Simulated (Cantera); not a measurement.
Feed: 1 mol Fe2O3, 4.6 mol SO3, 0.056 mol CO2, at 802 °C and 0.470 bar.

Equilibrium computed with Cantera from the NASA thermochemical tables; the gas is ideal and each condensed phase is pure. Candidate condensed phases: C, Fe, Fe(CO)5, FeO, FeS, FeSO4, FeS2, Fe2O3, Fe2(SO4)3, Fe3O4, S; 25 gas species. Rates play no part.

Base state: SO2 0.555, O2 0.277, SO3 0.160, CO2 0.00869 (mole fractions); condensed: Fe2O3(s).

### Question
What changes in the equilibrium state with this change: 1.6 mol CH4 added?

### Answer
| species | before | after |
|---|---|---|
| SO2 | 0.555 | 0.441 |
| H2O | 0 | 0.344 |
| CO2 | 0.00869 | 0.182 |
| O2 | 0.277 | <1e-9 |
| S2 | <1e-9 | 0.0207 |
| SO3 | 0.160 | 6.77e-8 |
| H2S | 0 | 0.00789 |
| S2O | <1e-9 | 0.00169 |
| H2 | 0 | 0.00125 |
| Fe2O3(s), mol | 1.00 | 0 |
| FeS(s), mol | 0 | 0.131 |
| Fe3O4(s), mol | 0 | 0.623 |
Mutual solubility and eutectic melting of coexisting phases are not modelled. FeS: taken at fixed stoichiometry. Gases not in the tables: S3 to S7. Further candidate phases: C6H6, C7H8, C8H18, Fe(OH)2, Fe(OH)3, H2O, H2SO4.

### Question
What changes in the equilibrium state with this change: 0.013 mol CH4 added?

### Answer
```
species         before    after
-------------  -------  -------
SO2              0.555    0.554
O2               0.277    0.273
SO3              0.160    0.158
H2O                  0  0.00403
CO2            0.00869   0.0107
Fe2O3(s), mol     1.00     1.00
```
Further candidate phases: C6H6, C7H8, C8H18, Fe(OH)2, Fe(OH)3, H2O, H2SO4.
